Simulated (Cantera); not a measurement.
An isothermal, constant-pressure homogeneous reactor starts with NO : N2 = 1 : 1.8 (molar parts), at 1525 K and 1.60 bar. Integrator tolerance rtol = 1e-08.

Detailed kinetics in Cantera: GRI-Mech 3.0 (53 species, 325 reactions).

Question: What does this change do: N2 1.8 to 0.37 parts?

Answer: 
```csv
quantity,before,after
x(NO) at 2.00 s,0.347 (gas-phase equilibrium 0.00130),0.688 (gas-phase equilibrium 0.00164)
x(N2) at 2.00 s,0.648 (gas-phase equilibrium 0.821),0.290 (gas-phase equilibrium 0.634)
x(O2) at 2.00 s,0.00481 (gas-phase equilibrium 0.178),0.0195 (gas-phase equilibrium 0.364)
x(NO2) at 2.00 s,0.000387 (gas-phase equilibrium 7.51e-6),0.00142 (gas-phase equilibrium 1.35e-5)
x(O) at 2.00 s,3.81e-7 (gas-phase equilibrium 1.90e-6),7.06e-7 (gas-phase equilibrium 2.72e-6)
```

Question: What does this change do: temperature 1525 to 2200 K?

Answer: 
```csv
quantity,before,after
x(NO) at 2.00 s,0.347 (gas-phase equilibrium 0.00130),0.0117 (gas-phase equilibrium 0.0117)
x(N2) at 2.00 s,0.648 (gas-phase equilibrium 0.821),0.815 (gas-phase equilibrium 0.815)
x(O2) at 2.00 s,0.00481 (gas-phase equilibrium 0.178),0.172 (gas-phase equilibrium 0.172)
x(NO2) at 2.00 s,0.000387 (gas-phase equilibrium 7.51e-6),1.70e-5 (gas-phase equilibrium 1.70e-5)
x(O) at 2.00 s,3.81e-7 (gas-phase equilibrium 1.90e-6),0.000892 (gas-phase equilibrium 0.000892)
```
